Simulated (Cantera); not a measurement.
A Cantera script and what it prints.

```python
import numpy as np
import cantera as ct

gas_names = """
    Cu Cu2 H H2 N NH NH2 NH3 N2 N2H2 N2H4
""".split()
cond_names = """
    Cu(cr) Cu(L)
""".split()


def load(file, names, dense=False):
    # The tables refer to 1 bar. Condensed volumes are neglected.
    table = {s.name: s for s in ct.Species.list_from_file(file)}
    out = []
    for n in names:
        d = dict(table[n].input_data)
        d["thermo"] = dict(d["thermo"], **{"reference-pressure": 1e5})
        if dense:
            d["equation-of-state"] = {"model": "constant-volume", "density": "1e6 g/cm^3"}
        out.append(ct.Species.from_dict(d))
    return out


gas = ct.Solution(thermo="ideal-gas", species=load("nasa_gas.yaml", gas_names))
cond = {s.name: ct.Solution(thermo="fixed-stoichiometry", species=[s], name=s.name)
        for s in load("nasa_condensed.yaml", cond_names, dense=True)}
atoms = {
    'Cu': {'Cu': 1},
    'NH3': {'N': 1, 'H': 3},
    'N2': {'N': 2},
}
top_T = {}  # K; cautious upper limits of use, not melting points


def equilibrate(T, P, feed):
    n = {}
    for name, mol in feed.items():
        for a, k in atoms[name].items():
            n[a] = n.get(a, 0.0) + k * mol
    gas.TPX = T, P, n
    mass = sum(n.values()) * gas.mean_molecular_weight
    gas.equilibrate("TP")
    valid = [c for c in cond.values() if c.min_temp <= T <= top_T.get(c.name, c.max_temp)]
    mix = ct.Mixture([(gas, mass / gas.mean_molecular_weight)] + [(c, 0.0) for c in valid])
    mix.T, mix.P = T, P
    mix.equilibrate("TP", solver="vcs", rtol=1e-11, max_steps=5000)
    return mix


results = []
feed = {'Cu': 1, 'NH3': 0.64, 'N2': 88}  # mol
T = 1848  # K
P = 2700  # Pa
mix = equilibrate(T, P, feed)
results.append((T, P, feed, dict(zip(mix.species_names, mix.species_moles))))
x = sorted(zip(gas.X, gas.species_names), reverse=True)
print(f"T = {T:g} K  P = {P:g} Pa  gas = {mix.phase_moles(0):.4g} mol")
print("   x: " + "  ".join(f"{s} {v:.3e}" for v, s in x if v > 1e-06))
print("   condensed (mol): " + ("  ".join(f"{mix.phase(i).name} {mix.phase_moles(i):.4g}"
      for i in range(1, mix.n_phases) if mix.phase_moles(i) > 1e-12) or "none"))
```

It prints:

```
T = 1848 K  P = 2700 Pa  gas = 90.29 mol
   x: N2 9.781e-01  Cu 1.106e-02  H2 1.047e-02  H 3.301e-04  Cu2 8.332e-06
   condensed (mol): none
```

Cantera equilibrium calculation (NASA polynomials, part measured and part estimated; ideal gas, pure solids and liquids).
